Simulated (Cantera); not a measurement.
A closed system holds: 1 mol AlN, 0.0067 mol C, 5.6 mol N2, held at 13.3 mbar.

Cantera equilibrium calculation (NASA polynomials, part measured and part estimated; ideal gas, pure solids and liquids). Candidate condensed phases: Al, AlN, C; 16 gas species. Kinetics and transport are ignored.

Task: Which condensed phases are stable at each of these points (T (K)): 1423, 1623, 1823, 2023, 2223, 2423, 2623, 2823, 3023?

Result: 
| T (K) | condensed phases | Al condensed (%) |
|---|---|---|
| 1423 | AlN(s) + C(graphite) | 100.0 |
| 1623 | AlN(s) + C(graphite) | 100.0 |
| 1823 | AlN(s) + C(graphite) | 99.8 |
| 2023 | AlN(s) + C(graphite) | 88.0 |
| 2223 | C(graphite) | 0.0 |
| 2423 | C(graphite) | 0.0 |
| 2623 | gas only | 0.0 |
| 2823 | gas only | 0.0 |
| 3023 | gas only | 0.0 |

From 1423 K to 2023 K the condensed part is AlN(s) + C(graphite). From 2223 K to 2423 K the condensed part is C(graphite). From 2623 K to 3023 K nothing is condensed.
